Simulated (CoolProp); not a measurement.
Model: reference Helmholtz-energy equation of state, Span 1996, in CoolProp.

Problem. For carbon dioxide, give the phase and the cv (kJ/(kg K)), speed of sound (m/s), Joule-Thomson coefficient (K/MPa) at 437.3 K and 9.22 bar; 437.3 K and 64.6 bar; 437.3 K and 111 bar.

Solution. 
- 437.3 K and 9.22 bar: gas; cv 0.785, speed of sound 319, Joule-Thomson coefficient 4.27
- 437.3 K and 64.6 bar: gas; cv 0.814, speed of sound 310, Joule-Thomson coefficient 3.99
- 437.3 K and 111 bar: supercritical; cv 0.838, speed of sound 308, Joule-Thomson coefficient 3.61
